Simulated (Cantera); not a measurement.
**Transport properties of process gases**

Gas mixture: NO = 0.8 (molar parts), at 0.0210 bar, frozen composition.

Cantera's kinetic-theory transport with the Lennard-Jones parameters of GRI-Mech 3.0, ideal gas; thermal conductivity in the mixture-averaged form. The composition is frozen, though it would react at the higher temperatures.

| T (K) | ρ (kg/m³) | cp (J/kg/K) | μ (µPa s) | λ (mW/m/K) | Pr | D (cm²/s) CH3 | D (cm²/s) N2 | D (cm²/s) H2 |
|---|---|---|---|---|---|---|---|---|
| 400 | 0.0189 | 998.6 | 23.1 | 32.4 | 0.712 | 17.9 | 16.3 | 61.1 |
| 650 | 0.0117 | 1054 | 32.3 | 48.2 | 0.706 | 41.2 | 37.4 | 138 |
| 900 | 0.00842 | 1114 | 40.1 | 63.0 | 0.708 | 71.4 | 64.5 | 237 |
| 1150 | 0.00659 | 1153 | 47.0 | 76.7 | 0.707 | 108 | 97.0 | 355 |
| 1400 | 0.00541 | 1181 | 53.4 | 89.4 | 0.706 | 149 | 135 | 492 |
| 1650 | 0.00459 | 1202 | 59.4 | 101 | 0.706 | 196 | 177 | 646 |
D: mixture-averaged diffusion coefficient of that species in the mixture.
